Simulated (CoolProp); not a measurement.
Normal hydrogen along the isotherm 34.5 K: Z from the reference equation and from simpler models built on Tc = 33.1 K, pc = 1.296 MPa, ω = -0.219; each cubic takes its own stable root.

The numbers come from the reference Helmholtz-energy equation of state, Leachman 2009 in CoolProp.

```csv
p (MPa),phase,reference,van der Waals,Soave-Redlich-Kwong,Peng-Robinson
1.62,supercritical,0.3095,…,0.3302,0.3025
3.24,supercritical,0.4109,0.5130,0.4198,0.3783
4.86,supercritical,0.5654,0.7033,0.5627,0.5061
6.48,supercritical,0.7149,0.8891,…,0.6308
8.1,supercritical,0.8594,1.071,0.8363,…
9.72,supercritical,0.9998,1.248,0.9676,0.8701
11.3,supercritical,1.133,1.419,1.093,0.9831
13,supercritical,1.274,1.600,1.225,1.103
```

**Question.** Fill in the missing entries.

**Answer.** 
- 1.62, van der Waals: 0.3652
- 6.48, Soave-Redlich-Kwong: 0.7016
- 8.1, Peng-Robinson: 0.7519
